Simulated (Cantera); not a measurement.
Charge: 1 mol Si, 0.034 mol H2O, 64 mol CO, equilibrated at 1325 K and 3530 Torr.

Cantera equilibrium calculation (NASA polynomials, part measured and part estimated; ideal gas, pure solids and liquids). Candidate condensed phases: C, C6H6, C7H8, C8H18, H2O, Si, SiC, SiO2; 123 gas species. The tables hold silica as quartz up to 1696 K and as liquid above; real silica turns to tridymite and cristobalite and melts near 1996 K. Rates play no part.

Base state: CO 0.982, CO2 0.0175, H2 0.000539, H2O 1.79e-5 (mole fractions); condensed: C(graphite) + SiO2(β-quartz).

### Question
What changes in the equilibrium state with this change: H2O from 0.034 to 3.4 mol?

### Answer
| species | before | after |
|---|---|---|
| CO | 0.982 | 0.931 |
| H2 | 0.000539 | 0.0485 |
| CO2 | 0.0175 | 0.0190 |
| H2O | 1.79e-5 | 0.00184 |
| CH4 | 9.18e-9 | 6.14e-5 |
| C(graphite), mol | 3.03 | 0 |
| SiO2(β-quartz), mol | 1.00 | 1.00 |

### Question
What changes in the equilibrium state with this change: temperature from 1325 K to 1425 K?

### Answer
| species | before | after |
|---|---|---|
| CO | 0.982 | 0.993 |
| CO2 | 0.0175 | 0.00619 |
| H2 | 0.000539 | 0.000543 |
| H2O | 1.79e-5 | 7.71e-6 |
| C(graphite), mol | 3.03 | 2.35 |
| SiO2(β-quartz), mol | 1.00 | 1.00 |
